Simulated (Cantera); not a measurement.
Equilibrium for hydrogen reduction and annealing atmospheres: V2O3 + H2

A closed system holds: 1 mol V2O3, a varied amount of H2, at 1.33 mbar.

Method: chemical equilibrium by Gibbs-energy minimisation in Cantera with the NASA 1993 tables (ideal gas, pure condensed phases). Candidate condensed phases: H2O, V, VO, V2O3, V2O4, V2O5; 12 gas species. Mutual solubility and eutectic melting of coexisting phases are not modelled. VO: taken at fixed stoichiometry. Condensed phases not in the tables: the oxides between V2O3 and V2O5 other than VO2. Kinetics and transport are ignored.

Problem. Map the stable condensed phases over T = 850, 900, 950, 1000, 1050, 1100, 1150, 1200, 1250, 1300, 1350 K and n(H2) in mol = 31, 47, 70, 110, 160, 240, 360, 540, 820, 1200, 1800, 2800.

Solution. 
```
T in K \ n(H2) in mol
           31   47   70  110  160  240  360  540  820 1200 1800 2800
   1350     A    A    A    A    A    A    A    A    B    B    B    B
   1300     A    A    A    A    A    A    A    A    A    B    B    B
   1250     A    A    A    A    A    A    A    A    A    A    B    B
   1200     A    A    A    A    A    A    A    A    A    A    A    B
   1150     A    A    A    A    A    A    A    A    A    A    A    A
   1100     A    A    A    A    A    A    A    A    A    A    A    A
   1050     A    A    A    A    A    A    A    A    A    A    A    A
   1000     A    A    A    A    A    A    A    A    A    A    A    A
    950     A    A    A    A    A    A    A    A    A    A    A    A
    900     A    A    A    A    A    A    A    A    A    A    A    A
    850     A    A    A    A    A    A    A    A    A    A    A    A
```
A: VO + V2O3; B: VO.
